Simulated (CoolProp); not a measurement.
Saturation properties of carbon monoxide (Tc = -140.3 °C, pc = 3.498 MPa, ω = 0.050).

Computed with CoolProp (reference Helmholtz-energy equation of state, Lemmon 2006). It is a short technical equation, of lower accuracy than the large ones.

```json
[
 {"T (°C)": "-199.35", "p (MPa)": "0.03737", "enthalpy of vaporisation (kJ/kg)": "225.0", "vapour Z": "0.9799", "surface tension (mN/m)": "11.2"},
 {"T (°C)": "-196.25", "p (MPa)": "0.05696", "enthalpy of vaporisation (kJ/kg)": "221.0", "vapour Z": "0.9727", "surface tension (mN/m)": "10.5"},
 {"T (°C)": "-193.15", "p (MPa)": "0.08374", "enthalpy of vaporisation (kJ/kg)": "216.9", "vapour Z": "0.9640", "surface tension (mN/m)": "9.87"},
 {"T (°C)": "-189.95", "p (MPa)": "0.1206", "enthalpy of vaporisation (kJ/kg)": "212.5", "vapour Z": "0.9533", "surface tension (mN/m)": "9.19"},
 {"T (°C)": "-186.85", "p (MPa)": "0.1670", "enthalpy of vaporisation (kJ/kg)": "208.0", "vapour Z": "0.9411", "surface tension (mN/m)": "8.53"},
 {"T (°C)": "-183.75", "p (MPa)": "0.2256", "enthalpy of vaporisation (kJ/kg)": "203.2", "vapour Z": "0.9272", "surface tension (mN/m)": "7.88"},
 {"T (°C)": "-180.65", "p (MPa)": "0.2984", "enthalpy of vaporisation (kJ/kg)": "198.1", "vapour Z": "0.9114", "surface tension (mN/m)": "7.24"},
 {"T (°C)": "-177.55", "p (MPa)": "0.3871", "enthalpy of vaporisation (kJ/kg)": "192.7", "vapour Z": "0.8936", "surface tension (mN/m)": "6.61"},
 {"T (°C)": "-174.35", "p (MPa)": "0.4976", "enthalpy of vaporisation (kJ/kg)": "186.6", "vapour Z": "0.8732", "surface tension (mN/m)": "5.96"},
 {"T (°C)": "-171.25", "p (MPa)": "0.6249", "enthalpy of vaporisation (kJ/kg)": "180.3", "vapour Z": "0.8512", "surface tension (mN/m)": "5.34"},
 {"T (°C)": "-168.15", "p (MPa)": "0.7742", "enthalpy of vaporisation (kJ/kg)": "173.5", "vapour Z": "0.8269", "surface tension (mN/m)": "4.73"}
]
```

It boils at -191.5 °C under 1 atm.

Surface tension comes from a separate correlation (Mulero 2012).
